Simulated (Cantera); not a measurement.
An adiabatic, constant-pressure homogeneous reactor starts with CO : H2 : CH4 : O2 : N2 = 1 : 0.044 : 0.25 : 0.601 : 2.26 (molar parts), at 1750 K and 1.00 bar. Integrator tolerance rtol = 1e-08.

Computed with Cantera and GRI-Mech 3.0 (53 species, 325 reactions).

Q: What does this change do: H2 0.044 to 0.021 parts?

A: 
| quantity | before | after |
|---|---|---|
| time of steepest temperature rise | 0.116 ms | 0.136 ms |
| temperature at 0.400 s | 2852 K | 2853 K |
| equilibrium temperature | 2852 K | 2853 K |
| x(CO) at 0.400 s | 0.203 (gas-phase equilibrium 0.203) | 0.202 (gas-phase equilibrium 0.202) |
| x(H2) at 0.400 s | 0.0263 (gas-phase equilibrium 0.0263) | 0.0246 (gas-phase equilibrium 0.0246) |
| x(CH4) at 0.400 s | <1e-12 (gas-phase equilibrium <1e-12) | <1e-12 (gas-phase equilibrium <1e-12) |
| x(HCN) at 0.400 s | 1.49e-8 (gas-phase equilibrium 1.49e-8) | 1.39e-8 (gas-phase equilibrium 1.39e-8) |
| x(H) at 0.400 s | 0.0160 (gas-phase equilibrium 0.0160) | 0.0155 (gas-phase equilibrium 0.0155) |
| x(NO) at 0.400 s | 0.00637 (gas-phase equilibrium 0.00637) | 0.00660 (gas-phase equilibrium 0.00660) |
| x(CH2O) at 0.400 s | 2.15e-9 (gas-phase equilibrium 2.15e-9) | 2.00e-9 (gas-phase equilibrium 2.00e-9) |

Q: What does this change do: N2 2.26 to 3.3 parts?

A: 
```tsv
quantity	before	after
time of steepest temperature rise	0.116 ms	0.141 ms
temperature at 0.400 s	2852 K	2751 K
equilibrium temperature	2852 K	2751 K
x(CO) at 0.400 s	0.203 (gas-phase equilibrium 0.203)	0.157 (gas-phase equilibrium 0.157)
x(H2) at 0.400 s	0.0263 (gas-phase equilibrium 0.0263)	0.0205 (gas-phase equilibrium 0.0205)
x(CH4) at 0.400 s	<1e-12 (gas-phase equilibrium <1e-12)	<1e-12 (gas-phase equilibrium <1e-12)
x(HCN) at 0.400 s	1.49e-8 (gas-phase equilibrium 1.49e-8)	1.02e-8 (gas-phase equilibrium 1.02e-8)
x(H) at 0.400 s	0.0160 (gas-phase equilibrium 0.0160)	0.00993 (gas-phase equilibrium 0.00993)
x(NO) at 0.400 s	0.00637 (gas-phase equilibrium 0.00637)	0.00442 (gas-phase equilibrium 0.00442)
x(CH2O) at 0.400 s	2.15e-9 (gas-phase equilibrium 2.15e-9)	1.30e-9 (gas-phase equilibrium 1.30e-9)
```
